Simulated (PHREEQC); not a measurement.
Model water analysis in mg/L, 20 °C, pH 2.28, pe 9.6:

| constituent | mg/L |
|---|---|
| Na | 4.18 |
| K | 46 |
| Ca | 62.1 |
| Mg | 12.6 |
| Cl | 53.9 |
| S(6) as SO4 | 697 |
| N(5) as NO3 | 1.53 |

Valence states are taken as typed.

Computed with PHREEQC (ion-association model, phreeqc.dat).

### Question
The ionic strength comes out as 0.0185 mol/kgw. What activity coefficients do Cl-, Mg+2, KSO4-, NO3-, SO4-2 get?

### Answer
Cl- 0.87, Mg+2 0.61, KSO4- 0.88, NO3- 0.87, SO4-2 0.59.

Precipitation was switched off in this run. Species that the database lacks are ignored.
